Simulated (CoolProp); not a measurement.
Values from CoolProp's reference Helmholtz-energy equation of state, Lemmon 2006. It is a short technical equation, of lower accuracy than the large ones.

Q: Give the vapour pressure (MPa), vapour density (kg/m³), enthalpy of vaporisation (kJ/kg), liquid cp (kJ/(kg K)) of saturated carbonyl sulfide at -67.95, -41.85, 10.45 °C.

A: 
```json
[
 {"T (°C)": "-67.95", "p (MPa)": "0.0410", "vapour density (kg/m³)": "1.46", "enthalpy of vaporisation (kJ/kg)": "320", "liquid cp (kJ/(kg K))": "1.17"},
 {"T (°C)": "-41.85", "p (MPa)": "0.147", "vapour density (kg/m³)": "4.76", "enthalpy of vaporisation (kJ/kg)": "303", "liquid cp (kJ/(kg K))": "1.19"},
 {"T (°C)": "10.45", "p (MPa)": "0.877", "vapour density (kg/m³)": "25.6", "enthalpy of vaporisation (kJ/kg)": "260", "liquid cp (kJ/(kg K))": "1.31"}
]
```
